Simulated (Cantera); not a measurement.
Input: 1 mol V, 0.91 mol N₂O, a varied amount of H₂, equilibrated at 750 Torr.

Method: chemical equilibrium by Gibbs-energy minimisation in Cantera with the NASA 1993 tables (ideal gas, pure condensed phases). Candidate condensed phases: H₂O, V, VN, VO, V₂O₃, V₂O₄, V₂O₅; 28 gas species. Mutual solubility and eutectic melting of coexisting phases are not modelled. VN, VO: taken at fixed stoichiometry. Condensed phases not in the tables: the oxides between V₂O₃ and V₂O₅ other than VO₂, solid solutions among these carbides, nitrides and lower oxides, V₂N. Rates play no part.

### Question
What condenses at these points (T in K, n(H₂) in mol): (1350, 3.2); (1650, 38); (900, 11); (1500, 11); (1425, 25)?

### Answer
```csv
T (K),n(H₂) in mol,condensed phases,V condensed (%)
1350,3.2,VN + V₂O₃,100.0
1650,38,VN + VO,100.0
900,11,VN + V₂O₃,100.0
1500,11,VN + V₂O₃,100.0
1425,25,VN + V₂O₃,100.0
```
